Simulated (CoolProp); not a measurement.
n-perfluoropentane along the isobar 2780 kPa: Z from the reference equation and from simpler models built on Tc = 147.9 °C, pc = 2063 kPa, ω = 0.436; each cubic takes its own stable root.

Values from CoolProp's reference Helmholtz-energy equation of state, Gao 2022.

| T (°C) | phase | reference |
|---|---|---|
| -118.65 | liquid | 0.3062 |
| -93.65 | liquid | 0.2735 |
| -68.65 | liquid | 0.2491 |
| -43.65 | liquid | 0.2306 |
| -18.65 | liquid | 0.2163 |
| 6.35 | liquid | 0.2055 |
| 31.45 | liquid | 0.1977 |
| 56.45 | liquid | 0.1929 |
| 81.45 | liquid | 0.1912 |

**Question.** How far does each simpler model (van der Waals, Redlich-Kwong, Soave-Redlich-Kwong, Peng-Robinson) lie from the reference over these 9 states: mean and median of the absolute difference, and the worst?

**Answer.** 
- van der Waals: mean 63.4 %, median 63.1 %, worst +69.5 % at -118.65 °C and 2780 kPa
- Redlich-Kwong: mean 13.4 %, median 13.3 %, worst +15.6 % at 81.45 °C and 2780 kPa
- Soave-Redlich-Kwong: mean 8.3 %, median 7.6 %, worst +12.0 % at -118.65 °C and 2780 kPa
- Peng-Robinson: mean 3.8 %, median 4.2 %, worst -5.5 % at 31.45 °C and 2780 kPa
